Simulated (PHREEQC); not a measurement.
0.015 g of hydrous ferric oxide (600 m²/g; 0.2 weak and 0.005 strong sites per Fe, Dzombak-Morel constants, diffuse double layer) in 1 kg of water with 0.001 mol/kgw of an inert sodium salt and 4.6e-05 mol MnCl2 and 4.6e-05 mol CaCl2, at 25 °C; the pH is set by adding NaOH or the inert anion's acid. No oxygen is let in. CO2 from the air is kept out. Precipitation was switched off in this run.

The numbers come from PHREEQC with the ion-association model, wateq4f.dat.

Predict surface potential ψ (mV) at pH = 3.67, 5, 8.33, 9.67, 11.


```csv
pH,surface potential ψ (mV)
3.67,219
5,168
8.33,28
9.67,24
11,10
```

Along this series the solution becomes supersaturated in solids that the run did not let form, among them Pyrochroite. Species that the database lacks are ignored. The oxide is taken as insoluble; below pH 4 it would dissolve.
